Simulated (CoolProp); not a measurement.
R1336mzz(E) along the isobar 2.36 MPa: Z from the reference equation and from simpler models built on Tc = 403.5 K, pc = 2.779 MPa, ω = 0.413; each cubic takes its own stable root.

The numbers come from the reference Helmholtz-energy equation of state, Akasaka 2023 in CoolProp.

| T (K) | phase | reference |
|---|---|---|
| 257.7 | liquid | 0.1251 |
| 264.4 | liquid | 0.1234 |
| 271.1 | liquid | 0.1219 |
| 277.8 | liquid | 0.1204 |
| 284.5 | liquid | 0.1192 |
| 291.2 | liquid | 0.1180 |
| 297.9 | liquid | 0.1170 |
| 304.6 | liquid | 0.1162 |
| 311.2 | liquid | 0.1155 |
| 317.9 | liquid | 0.1150 |

Q: How far does each simpler model (van der Waals, Redlich-Kwong, Peng-Robinson) lie from the reference over these 10 states: mean and median of the absolute difference, and the worst?

A: 
- van der Waals: mean 73.2 %, median 73.1 %, worst +73.6 % at 257.7 K and 2.36 MPa
- Redlich-Kwong: mean 21.0 %, median 20.8 %, worst +22.9 % at 317.9 K and 2.36 MPa
- Peng-Robinson: mean 0.9 %, median 0.8 %, worst +1.6 % at 317.9 K and 2.36 MPa
